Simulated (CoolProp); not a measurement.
Hydrogen chloride at several states: density (kg/m³) from the reference equation and from simpler models built on Tc = 51.5 °C, pc = 8.314 MPa, ω = 0.130; each cubic takes its own stable root.

The numbers come from the reference Helmholtz-energy equation of state, Thol 2018 in CoolProp.

```
T (°C)   p (MPa)   phase  reference
-------  -------  ------  ---------
176.25     0.609     gas      6.002
51.35       0.58     gas      8.052
301.45     0.011     gas    0.08396
325.65      3.59     gas      26.81
-100.95     14.8  liquid       1239
```

Q: How far does each simpler model (van der Waals, Redlich-Kwong, Soave-Redlich-Kwong, Peng-Robinson) lie from the reference over these 5 states: mean and median of the absolute difference, and the worst?

A: 
- van der Waals: mean 8.2 %, median 0.5 %, worst -40.1 % at -100.95 °C and 14.8 MPa
- Redlich-Kwong: mean 2.5 %, median 0.1 %, worst -12.3 % at -100.95 °C and 14.8 MPa
- Soave-Redlich-Kwong: mean 2.7 %, median 0.2 %, worst -11.9 % at -100.95 °C and 14.8 MPa
- Peng-Robinson: mean 0.2 %, median 0.0 %, worst -1.0 % at -100.95 °C and 14.8 MPa
